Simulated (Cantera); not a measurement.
# Thermodynamics of silicon nitride deposition, feed Si₂Cl₆ + NH₃ + N₂

Charge: 1 mol Si₂Cl₆, a varied amount of NH₃, 3.5 mol N₂, held at 577 °C and 10.0 mbar.

Equilibrium computed with Cantera from the NASA thermochemical tables; the gas is ideal and each condensed phase is pure. Candidate condensed phases: NH₄Cl, Si, Si₃N₄; 28 gas species. The feed counts by its element totals alone. Rates play no part.

```
n(NH₃) (mol)     x H₂   x N₂   x HCl   x SiCl₄  n Si₃N₄(s)
------------  -------  -----  ------  --------  ----------
0.2           0.00837  0.623   0.101     0.268       0.210
0.31           0.0171  0.598   0.140     0.245       0.229
0.48           0.0329  0.565   0.186     0.216       0.255
0.76           0.0613  0.522   0.239     0.178       0.292
1.2             0.105  0.472   0.287     0.135       0.340
1.9             0.167  0.420   0.322    0.0919       0.400
2.9             0.238  0.373   0.333    0.0561       0.465
4.6             0.326  0.331   0.316    0.0262       0.542
7.2             0.418  0.302   0.271   0.00915       0.607
11              0.502  0.284   0.211   0.00244       0.644
18              0.584  0.272   0.144  0.000403       0.661
28              0.638  0.264  0.0978   7.29e-5       0.665
```
x: gas mole fraction; n: condensed amount in mol.

From 0.2 mol NH₃ to 28 mol NH₃ the condensed part is Si₃N₄(s). The main Si-bearing gas is SiCl₄ throughout. The share of Si in condensed phases is highest at 28 mol NH₃ (99.8 %) and lowest at 0.2 mol NH₃ (31.4 %).
